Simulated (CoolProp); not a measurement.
Vapour-liquid equilibrium of R22 (1) + acetone (2) at 58.75 °C; x and y are mole fractions of (1).

Model: multi-fluid Helmholtz-energy mixture model, Kamei 1995 and Lemmon 2006; pair parameters Bell 2016, in CoolProp.

Question: Give the bubble pressure and the first vapour's composition at x = 0.35, 0.45, 0.85. Is there an azeotrope?

Answer: x = 0.35: 573.4 kPa, y = 0.842; x = 0.45: 728.4 kPa, y = 0.891; x = 0.85: 1829 kPa, y = 0.989. No azeotrope shows between x = 0.05 and 0.95.

Pair parameters are fitted to limited data, so mixtures are less certain than the pure fluids.
